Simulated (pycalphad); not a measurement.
CALPHAD calculation (pycalphad, COST 507 light-alloy database (1999)), 1 atm. The data set is of 1999 and partly superseded. Phase fractions are per mole of atoms.

Give the equilibrium state of Al-3.382Si-0.9095Mg (wt.%) at 530 K.


```
T = 530.00 K, P = 101325 Pa, N = 1 mol of atoms
G = -17008 J/mol, H = 5665 J/mol, S = 42.78 J/(mol K)  (SER reference)
chemical potentials (J/mol): Al -16851, Si -11539, Mg -49478
phase             fraction      x(Al)      x(Si)      x(Mg)
FCC_A1              0.9578     0.9996   0.000252   0.000198
DIAMOND_A4          0.0273    5.7e-11     1.0000       none
MG2SI               0.0149       none     0.3333     0.6667
```

Give the equilibrium state of Al-3.382Si-0.9095Mg (wt.%) at 890 K.


```
T = 890.00 K, P = 101325 Pa, N = 1 mol of atoms
G = -35719 J/mol, H = 22902 J/mol, S = 65.87 J/(mol K)  (SER reference)
chemical potentials (J/mol): Al -35347, Si -34454, Mg -74976
phase             fraction      x(Al)      x(Si)      x(Mg)
LIQUID              0.5042     0.9250     0.0586     0.0164
FCC_A1              0.4958     0.9903     0.0060     0.0037
```

Database names, with the compositions (at.%) that they take in these runs: MG2SI: Mg 67 Si 33. FCC_A1 is fcc; DIAMOND_A4 is diamond (Si). An entry "none" or "no" means that the model of the phase leaves that element out.
